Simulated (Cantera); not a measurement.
# Equilibrium for boron, boron nitride and boron oxide: BF3 + O2 + H2

Feed: 1 mol BF3, 1.1 mol O2, 0.13 mol H2, held at 1823 K.

Cantera equilibrium calculation (NASA polynomials, part measured and part estimated; ideal gas, pure solids and liquids). Candidate condensed phases: B, B2O3, B3O3H3, H2O; 43 gas species. The tables' values for BF2 are old estimates; treat these amounts as uncertain. Equilibrium is a limit: real reactors are often held back by kinetics, nucleation or transport.

```
P (Pa)   x O2  x BF3   x HF   x BOF       x F       x O    x BOF2
------  -----  -----  -----  ------  --------  --------  --------
10      0.425  0.353  0.110  0.0706    0.0312   0.00984  0.000102
63      0.443  0.371  0.112  0.0605   0.00878   0.00400  0.000155
400     0.448  0.377  0.113  0.0575   0.00227   0.00160  0.000243
2500    0.450  0.378  0.113  0.0567  0.000581  0.000640  0.000383
16000   0.451  0.379  0.113  0.0562  0.000145  0.000253  0.000607
100000  0.451  0.380  0.112  0.0553   3.71e-5  0.000101  0.000953
```
x: gas mole fraction; nothing condenses.

From 0.000100 bar to 1.00 bar nothing is condensed. The main B-bearing gas is BF3 throughout.
